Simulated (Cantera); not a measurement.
Mixture: 18.9 % CO, 2.08 % H2, 2.27 % CH4, 10.7 % O2, 62.1 % N2, 3.96 % H2O, equivalence ratio 1.4, at 1700000 Pa, adiabatic and at constant volume. Ignition delay is the time to a rise of 400 K.

Computed with Cantera and GRI-Mech 3.0 (53 species, 325 reactions). The pressure lies above the range GRI-Mech 3.0 was tuned for (to about 10 atm).

Predict: delay at 1000 K; delay at 1150 K; delay at 1300 K; delay at 1450 K; apparent activation energy between 1375 and 1525 K.


```json
{
 "delay at 1000 K": "5.35 ms",
 "delay at 1150 K": "0.373 ms",
 "delay at 1300 K": "69.9 µs",
 "delay at 1450 K": "22.8 µs",
 "apparent activation energy between 1375 and 1525 K": "110 kJ/mol"
}
```
